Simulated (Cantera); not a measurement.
A Cantera script and what it prints.

```python
import numpy as np
import cantera as ct

gas_names = """
    H HNO HNO2 HNO3 HO2 H2 H2O H2O2 N NH NH2 NH3 NH2OH NO NO2 NO3 N2 N2H2 N2H4 N2O O OH O2 O3
""".split()
cond_names = """
    H2O(s) H2O(L)
""".split()


# ... load() reads the species with a 1 bar reference pressure and builds the phases ...
atoms = {
    'NH3': {'N': 1, 'H': 3},
    'O2': {'O': 2},
    'H2': {'H': 2},
}
top_T = {}  # K; cautious upper limits of use, not melting points


# ... equilibrate(T, P, feed) seeds the gas with the atoms and calls Mixture.equilibrate('TP', solver="vcs", rtol=1e-11, max_steps=5000) ...
results = []
feed = {'NH3': 1, 'O2': 0.2, 'H2': 1}  # mol
T = 2750  # K
P = 6600000  # Pa
mix = equilibrate(T, P, feed)
results.append((T, P, feed, dict(zip(mix.species_names, mix.species_moles))))
print(gas.report(threshold=1e-06))
for i in range(1, mix.n_phases):
    print(f"{mix.phase(i).name:16s} {mix.phase_moles(i):12.5e} mol")
```

Output:

```
       temperature   2750 K
          pressure   6.6e+06 Pa
           density   2.4397 kg/m^3
  mean mol. weight   8.452 kg/kmol
   phase of matter   gas

                          1 kg             1 kmol
                     ---------------   ---------------
          enthalpy        6.3873e+06        5.3985e+07  J
   internal energy         3.682e+06         3.112e+07  J
           entropy             22871         1.933e+05  J/K
    Gibbs function       -5.6507e+07       -4.7759e+08  J
 heat capacity c_p            4611.3             38974  J/K
 heat capacity c_v            3627.6             30660  J/K

                      mass frac. Y      mole frac. X     chem. pot. / RT
                     ---------------   ---------------   ---------------
                 H        0.00083659         0.0070147           -8.3587
                H2           0.16554             0.694           -16.717
               H2O           0.28238           0.13248            -37.37
               NH2        1.0462e-05        5.5188e-06           -29.551
               NH3        0.00025776        0.00012792           -37.909
                NO        5.1219e-05        1.4427e-05           -33.486
                N2            0.5502             0.166           -25.667
                 O        4.3542e-06        2.3003e-06           -20.652
                OH        0.00072355        0.00035958           -29.011
     [  +15 minor]        2.1863e-06         9.759e-07
```

Cantera equilibrium calculation (NASA polynomials, part measured and part estimated; ideal gas, pure solids and liquids). The ideal-gas law is rough above about 30 bar.
